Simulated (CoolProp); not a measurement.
Values from CoolProp's reference Helmholtz-energy equation of state, Gedanitz 2015.

Question: For cyclopentane, give the phase and the Joule-Thomson coefficient (K/MPa), expansivity (1/kK), conductivity (mW/(m K)) at 144.85 °C and 1260 kPa; 229.05 °C and 3870 kPa; 7.95 °C and 2260 kPa.

Answer: 
- 144.85 °C and 1260 kPa: liquid; Joule-Thomson coefficient 0.0235, expansivity 2.48, conductivity 86.1
- 229.05 °C and 3870 kPa: gas; Joule-Thomson coefficient 18.1, expansivity 22.2, conductivity 56.4
- 7.95 °C and 2260 kPa: liquid; Joule-Thomson coefficient -0.496, expansivity 1.25, conductivity 134

Thermal conductivity comes from a separate model (Vassiliou 2015).
